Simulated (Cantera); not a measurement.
Charge: 1 mol SiCl₄, 0.8 mol HCl, a varied amount of H₂, 1.1 mol Cl₂, equilibrated at 675 K and 1 atm.

Cantera equilibrium calculation (NASA polynomials, part measured and part estimated; ideal gas, pure solids and liquids). Candidate condensed phases: Si; 19 gas species. Equilibrium is a limit: real reactors are often held back by kinetics, nucleation or transport.

At 0.57 mol H₂, list the 3 most abundant gas species with their mole fractions, and the condensed phases.

HCl 0.559, SiCl₄ 0.288, Cl₂ 0.153. Condensed: gas only.
